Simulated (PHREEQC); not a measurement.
**Buffer**

Consider water at 25 °C with 0.0013 mol/kgw KHCO3 and 0.25 mol/kgw NH3. Closed to the air; pH follows from the charge balance.

All values are PHREEQC results (ion-association model, phreeqc.dat), not measurements.

Each row changes one thing in this solution. This is a speciation only: nothing precipitates in the calculation.

| case | pH | ionic strength (mol/kgw) | NH4+ (mol/kgw) |
|---|---|---|---|
| as made | 11.21 | 0.00541 | 0.00293 |
| temperature from 25 to 10 °C | 11.70 | 0.00538 | 0.00284 |
| diluted 10-fold with water | 10.78 | 0.000960 | 0.000731 |
| temperature from 25 to 65 °C | 10.16 | 0.00477 | 0.00272 |
| NH3 from 0.25 to 0.225 mol/kgw | 11.18 | 0.00528 | 0.00281 |
| KHCO3 from 0.0013 to 0.00143 mol/kgw | 11.20 | 0.00573 | 0.00301 |
| KHCO3 replaced by K2HPO4 at the same molality | 11.30 | 0.00658 | 0.00237 |

Complexes and solids missing from the database can't appear. At this temperature some constants are extrapolated from 25 °C, and those without enthalpy data are left unchanged.
